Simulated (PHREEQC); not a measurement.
Dissolve 8.7 mmol/kgw HCl and 150 mmol/kgw MnSO4 at 25 °C. Closed to the air; pH follows from the charge balance.

The numbers come from PHREEQC with the ion-association model, phreeqc.dat.

Precipitation was switched off in this run.

Predict the pH, density, ionic strength.

pH 2.63; density 1.018 g/cm³; ionic strength 0.319 mol/kgw.

In which forms is S present?

SO4-2 50 %, MnSO4 46 %, HSO4- 3.8 % of the S.

Complexes and solids missing from the database can't appear.
